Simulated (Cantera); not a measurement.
A freely propagating, adiabatic, planar premixed flame of H₂ : O₂ : N₂ : H₂O = 1 : 0.278 : 0.722 : 0.0078 (molar parts), unburnt at 700 K and 500000 Pa; mixture-averaged transport, grid criteria slope 0.08 and curve 0.16, no radiation.

Computed with Cantera and the H2/O2 subset of GRI-Mech 3.0, which has no nitrogen chemistry. The hydrogen kinetics of GRI-Mech 3.0 are dated; newer H2 mechanisms differ, most at raised pressure. Burning velocities carry a grid error of a few per cent, more on coarse grids.

Task: Predict: laminar burning velocity; thermal thickness; peak x(HO₂); peak x(H); peak x(OH).

Result: 
| Property | Value |
|---|---|
| laminar burning velocity | 1610 cm/s |
| thermal thickness | 0.0571 mm |
| peak x(HO₂) | 0.000879 |
| peak x(H) | 0.0870 |
| peak x(OH) | 0.0128 |
